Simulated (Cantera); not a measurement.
Charge: 1 mol Si3N4, a varied amount of NF3, 34 mol H2, held at 100 Torr.

Cantera equilibrium calculation (NASA polynomials, part measured and part estimated; ideal gas, pure solids and liquids). Candidate condensed phases: Si, Si3N4; 37 gas species. Mutual solubility and eutectic melting of coexisting phases are not modelled. The tables' values for SiF2, SiF3 are old estimates. Rates play no part.

Question: What condenses at these points (T in K, n(NF3) in mol): (1675, 1.9); (1225, 1); (1875, 3); (1775, 3.4); (1875, 1.9); (1775, 1); (1225, 3.4)?

Answer: 
```tsv
T (K)	n(NF3) in mol	condensed phases	Si condensed (%)
1675	1.9	Si3N4	46.3
1225	1	Si3N4	75.2
1875	3	gas only	0.0
1775	3.4	gas only	0.0
1875	1.9	Si	35.0
1775	1	Si + Si3N4	67.4
1225	3.4	Si3N4	15.3
```
